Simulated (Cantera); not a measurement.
## AlCl₃ + N₂O + N₂ (aluminium nitride and oxide growth)

Feed: 1 mol AlCl₃, 0.9 mol N₂O, 1.5 mol N₂, held at 0.910 bar.

These are equilibrium values from Cantera (NASA tables, ideal gas, pure condensed phases), not measurements of a reactor. Candidate condensed phases: Al, AlCl₃, AlN, Al₂O₃; 24 gas species. Condensed phases not in the tables: AlOCl. Kinetics and transport are ignored.

| T (°C) | log p N₂ | log p Cl₂ | log p AlCl₃ | log p Cl | log p Al₂Cl₆ | log p O₂ | log p NO | log p ClO | n Al₂O₃(s) |
|---|---|---|---|---|---|---|---|---|---|
| 502 | -0.22 | -0.65 | -1.23 | -5.61 | -1.68 | <-12 | <-12 | <-12 | 0.300 |
| 577 | -0.23 | -0.65 | -1.08 | -4.88 | -2.09 | <-12 | -11.65 | <-12 | 0.300 |
| 652 | -0.23 | -0.65 | -1.03 | -4.26 | -2.57 | -11.57 | -10.40 | -11.16 | 0.300 |
| 727 | -0.23 | -0.65 | -1.01 | -3.74 | -3.03 | -10.19 | -9.32 | -10.04 | 0.300 |
| 802 | -0.23 | -0.66 | -1.01 | -3.28 | -3.44 | -8.99 | -8.39 | -9.07 | 0.300 |
| 877 | -0.23 | -0.66 | -1.01 | -2.89 | -3.80 | -7.95 | -7.58 | -8.23 | 0.300 |
| 952 | -0.23 | -0.66 | -1.01 | -2.54 | -4.11 | -7.04 | -6.87 | -7.49 | 0.300 |
| 1027 | -0.23 | -0.66 | -1.01 | -2.24 | -4.38 | -6.24 | -6.25 | -6.84 | 0.300 |
| 1102 | -0.23 | -0.67 | -1.01 | -1.97 | -4.62 | -5.54 | -5.69 | -6.27 | 0.300 |
| 1177 | -0.23 | -0.68 | -1.01 | -1.72 | -4.84 | -4.91 | -5.21 | -5.76 | 0.300 |
| 1252 | -0.24 | -0.69 | -1.01 | -1.51 | -5.03 | -4.37 | -4.77 | -5.32 | 0.300 |
| 1327 | -0.24 | -0.72 | -1.02 | -1.32 | -5.21 | -3.89 | -4.39 | -4.93 | 0.300 |
log p: log10 of the partial pressure in bar; n: condensed amount in mol.

From 502 °C to 1327 °C the condensed part is Al₂O₃(s). The main Al-bearing gas is AlCl₃ throughout.
